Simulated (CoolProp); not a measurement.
Values from CoolProp's reference Helmholtz-energy equation of state, de Reuck 1993.

Task: For methanol, give the phase and the isothermal compressibility (1/MPa), viscosity (µPa s) at 346.85 °C and 1640 kPa; 346.85 °C and 2460 kPa; 346.85 °C and 9040 kPa.

Result: 
- 346.85 °C and 1640 kPa: gas; isothermal compressibility 0.632, viscosity 20.4
- 346.85 °C and 2460 kPa: gas; isothermal compressibility 0.429, viscosity 20.4
- 346.85 °C and 9040 kPa: supercritical; isothermal compressibility 0.136, viscosity 21.7

Viscosity comes from a separate model (Xiang 2006).
